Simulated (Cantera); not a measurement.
A closed system holds: 1 mol MgO, 1.2 mol SO2, 7.5 mol O2, at 1448 K and 0.130 bar.

Equilibrium computed with Cantera from the NASA thermochemical tables; the gas is ideal and each condensed phase is pure. Candidate condensed phases: Mg, MgO, MgS, MgSO4, S; 14 gas species. Kinetics and transport are ignored.

Base state: O2 0.862, SO2 0.136, SO3 0.00224 (mole fractions); condensed: MgO(s).

### Question
What changes in the equilibrium state with this change: MgO replaced by MgCO3?

### Answer
```
species       before    after
-----------  -------  -------
O2             0.862    0.773
SO2            0.136    0.122
CO2                0    0.103
SO3          0.00224  0.00190
MgO(s), mol     1.00     1.00
```
Further candidate phases: C, MgCO3.
